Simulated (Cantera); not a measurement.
## Adiabatic ignition

An adiabatic, constant-volume homogeneous reactor starts with CH4 : C2H6 : C3H8 : O2 : N2 = 1 : 0.14 : 0.46 : 6.39 : 24 (molar parts), at 1300 K and 0.987 atm.

Cantera simulation using GRI-Mech 3.0 (53 species, 325 reactions); the numbers are that mechanism's predictions, not measurements. GRI-Mech 3.0 was tuned for natural gas; its chemistry of propane as a main component is partial and can be far from experiment.

| t (s) | T (K) | P (bar) | x CH4 | x C2H6 | x C3H8 | x CH2CO | x H2 | x NO2 |
|---|---|---|---|---|---|---|---|---|
| 4.00e-6 | 1300 | 1.000 | 0.0313 | 0.00438 | 0.0144 | 4.21e-12 | 4.51e-7 | <1e-12 |
| 1.00e-5 | 1300 | 1.000 | 0.0313 | 0.00438 | 0.0144 | 1.11e-10 | 1.88e-6 | <1e-12 |
| 2.52e-5 | 1300 | 1.000 | 0.0313 | 0.00437 | 0.0143 | 1.83e-9 | 6.50e-6 | <1e-12 |
| 6.33e-5 | 1299 | 1.000 | 0.0312 | 0.00436 | 0.0143 | 4.35e-8 | 2.93e-5 | <1e-12 |
| 0.000159 | 1300 | 1.00 | 0.0311 | 0.00435 | 0.0139 | 1.20e-6 | 0.000163 | <1e-12 |
| 0.000399 | 1305 | 1.01 | 0.0307 | 0.00434 | 0.0126 | 1.92e-5 | 0.000715 | <1e-12 |
| 0.00100 | 2757 | 2.21 | <1e-12 | <1e-12 | <1e-12 | <1e-12 | 0.00620 | 7.53e-7 |
| 0.00252 | 2748 | 2.20 | <1e-12 | <1e-12 | <1e-12 | <1e-12 | 0.00607 | 6.24e-6 |
| 0.00632 | 2744 | 2.20 | <1e-12 | <1e-12 | <1e-12 | <1e-12 | 0.00606 | 7.63e-6 |
| 0.0159 | 2744 | 2.20 | <1e-12 | <1e-12 | <1e-12 | <1e-12 | 0.00606 | 7.65e-6 |
| 0.0398 | 2744 | 2.20 | <1e-12 | <1e-12 | <1e-12 | <1e-12 | 0.00606 | 7.65e-6 |
| 0.100 | 2744 | 2.20 | <1e-12 | <1e-12 | <1e-12 | <1e-12 | 0.00606 | 7.65e-6 |
x: mole fraction; the columns are a selection and need not sum to one.

```
Item                                                               Value
---------------------------------  -------------------------------------
time of steepest temperature rise                               0.863 ms
temperature at 0.100 s                                            2744 K
equilibrium temperature                                           2744 K
x(CH4) at 0.100 s                  <1e-12 (gas-phase equilibrium <1e-12)
x(C2H6) at 0.100 s                 <1e-12 (gas-phase equilibrium <1e-12)
x(C3H8) at 0.100 s                 <1e-12 (gas-phase equilibrium <1e-12)
```
